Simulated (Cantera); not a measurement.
Input (Python, Cantera) and output of one run.

```python
import numpy as np
import cantera as ct

gas_names = """
    AL ALCL ALCL2 ALCL3 ALH ALO ALOCL ALOH ALO2 ALO2H AL2 AL2CL6 AL2O AL2O2 CL CLO CL2 H HALO HCL HOCL
    HO2 H2 H2O H2O2 O OH O2 O3
""".split()
cond_names = """
    AL(cr) AL(L) ALCL3(s) ALCL3(L) AL2O3(a) AL2O3(L) H2O(s) H2O(L)
""".split()


# ... load() reads the species with a 1 bar reference pressure and builds the phases ...
atoms = {
    'AlCl3': {'AL': 1, 'CL': 3},
    'H2O': {'H': 2, 'O': 1},
    'H2': {'H': 2},
}
top_T = {}  # K; cautious upper limits of use, not melting points


# ... equilibrate(T, P, feed) seeds the gas with the atoms and calls Mixture.equilibrate('TP', solver="vcs", rtol=1e-11, max_steps=5000) ...
results = []
feed = {'AlCl3': 1, 'H2O': 0.33, 'H2': 120}  # mol
P = 1333.22  # Pa
for T in [673, 873, 1073, 1273, 1473, 1673, 1873, 2073, 2273]:
    mix = equilibrate(T, P, feed)
    results.append((T, P, feed, dict(zip(mix.species_names, mix.species_moles))))

top = {s: max(r[3][s] / sum(r[3][g] for g in gas_names) for r in results) for s in gas_names}
cols = sorted((s for s in top if top[s] > 1e-05), key=lambda s: -top[s])[:5]
seen = [c for c in cond_names if any(r[3].get(c, 0) > 1e-12 for r in results)]
print("log10 of partial pressures in bar; condensed amounts in mol")
print(f"{'T/K':>10s}" + "".join(f"{s[:9]:>10s}" for s in cols + seen))
for T, P, feed, n in results:
    ng = sum(n[g] for g in gas_names)
    print(f"{T:10.4g}" + "".join(f"{np.log10(max(n[s] / ng * P / 1e5, 1e-99)):10.3f}" for s in cols)
          + "".join(f"{n.get(c, 0):10.4g}" for c in seen))
```

Output:

```
log10 of partial pressures in bar; condensed amounts in mol
       T/K        H2         H       HCL      ALCL     ALCL3  AL2O3(a)
       673    -1.880   -15.197    -4.140   -16.689    -4.075      0.11
       873    -1.880   -11.270    -4.140   -10.584    -4.067      0.11
      1073    -1.880    -8.794    -4.136    -6.798    -4.070      0.11
      1273    -1.882    -7.088    -3.939    -4.751    -4.217      0.11
      1473    -1.885    -5.840    -3.672    -4.181    -4.984      0.11
      1673    -1.886    -4.887    -3.625    -4.090    -6.216     0.109
      1873    -1.888    -4.134    -3.625    -4.069    -7.302   0.09875
      2073    -1.897    -3.528    -3.651    -4.023    -8.192   0.03684
      2273    -1.919    -3.035    -3.673    -4.044    -8.965         0
```

Method: chemical equilibrium by Gibbs-energy minimisation in Cantera with the NASA 1993 tables (ideal gas, pure condensed phases). The tables' values for AlCl2, AlOH are old estimates; treat these amounts as uncertain. Condensed phases not in the tables: AlOCl.
